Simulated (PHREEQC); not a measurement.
A solution holds 0.1 mol/kgw CsOH and 3.6e-06 mol/kgw CO2, at 25 °C. Closed to the air; pH follows from the charge balance.

The numbers come from PHREEQC with the ion-association model, wateq4f.dat.

No solid was allowed to form.

Q: Estimate the pH.

A: pH 12.88.

Complexes and solids missing from the database can't appear.
